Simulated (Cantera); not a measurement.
A freely propagating, adiabatic, planar premixed flame of H2 : O2 : N2 : H2O = 1 : 0.172 : 0.69 : 0.42 (molar parts), unburnt at 650 K and 1.40 bar; unity-Lewis-number transport, grid criteria slope 0.08 and curve 0.16, no radiation.

Detailed kinetics in Cantera: the H2/O2 subset of GRI-Mech 3.0, which has no nitrogen chemistry. Unity Lewis numbers drop preferential diffusion, which matters most where H2 and H carry the flame. Burning velocities carry a grid error of a few per cent, more on coarse grids.

Question: Predict: laminar burning velocity; thermal thickness; peak x(H); peak x(O); peak x(OH).

Answer: 
```json
{
 "laminar_burning_velocity": "338 cm/s",
 "thermal_thickness": "0.289 mm",
 "peak x(H)": "0.0333",
 "peak x(O)": "0.000506",
 "peak x(OH)": "0.00125"
}
```
